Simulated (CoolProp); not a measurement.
A single-stage vapour-compression cycle with sulfur hexafluoride: evaporating at 236.15 K (dew point), condensing at 291.15 K (bubble point), superheat 2 K, subcooling 8 K, compressor efficiency 0.7, no pressure losses. Each further row changes one setting.

Values from CoolProp's reference Helmholtz-energy equation of state, Guder 2009.

```tsv
case	cooling COP	pressure ratio	discharge temperature (K)	refrigerating effect (kJ/kg)	volumetric capacity (kJ/m³)
as stated	2.10	5.23	303.4	60.8	1900
evaporating temperature 241.15 K	2.45	4.36	302.1	62.9	2340
condensing temperature 286.15 K	2.46	4.62	298.0	66.1	2060
subcooling 13 K	2.29	5.23	303.4	66.2	2060
superheat 12 K	2.17	5.23	312.8	66.9	1970
compressor efficiency 0.6	1.80	5.23	309.0	60.8	1900
```
